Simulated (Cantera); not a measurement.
Low-pressure radical oxidation in H2/O2

An isothermal, constant-pressure homogeneous reactor starts with 5.09 % H₂, 75.9 % O₂, 19.0 % N₂, equivalence ratio 0.034, at 1175 K and 0.0263 atm.

Cantera simulation using GRI-Mech 3.0 (53 species, 325 reactions); the numbers are that mechanism's predictions, not measurements. Radical loss at walls, strong at low pressure, is not modelled. The temperature is held fixed by assumption; the heat of reaction is taken as removed at once.

| t (s) | x H₂ | x O₂ | x N₂O | x H | x NO |
|---|---|---|---|---|---|
| 5.00e-6 | 0.0509 | 0.759 | <1e-12 | 2.03e-10 | <1e-12 |
| 2.46e-5 | 0.0509 | 0.759 | <1e-12 | 8.20e-10 | <1e-12 |
| 0.000121 | 0.0509 | 0.759 | <1e-12 | 4.62e-9 | <1e-12 |
| 0.000592 | 0.0509 | 0.759 | <1e-12 | 1.35e-6 | <1e-12 |
| 0.00291 | 0.00106 | 0.726 | 1.92e-9 | 0.00818 | 6.43e-8 |
| 0.0143 | 0.000367 | 0.743 | 5.73e-9 | 0.00167 | 2.12e-7 |
| 0.0701 | 3.12e-5 | 0.752 | 8.44e-9 | 4.08e-5 | 2.31e-7 |
| 0.344 | 1.74e-6 | 0.753 | 9.67e-9 | 5.66e-7 | 2.32e-7 |
| 1.69 | 1.54e-7 | 0.753 | 1.00e-8 | 1.58e-8 | 2.32e-7 |
| 8.30 | 2.12e-8 | 0.753 | 9.78e-9 | 8.25e-10 | 2.32e-7 |
| 40.7 | 4.32e-9 | 0.753 | 8.04e-9 | 7.70e-11 | 2.32e-7 |
| 200 | 2.77e-9 | 0.753 | 3.22e-9 | 3.99e-11 | 2.31e-7 |
x: mole fraction; the columns are a selection and need not sum to one.

Equilibrium at this temperature and pressure: H₂ 2.77e-9, O₂ 0.753, N₂O 8.80e-10, H 3.98e-11, NO 0.000152 (gas phase only).
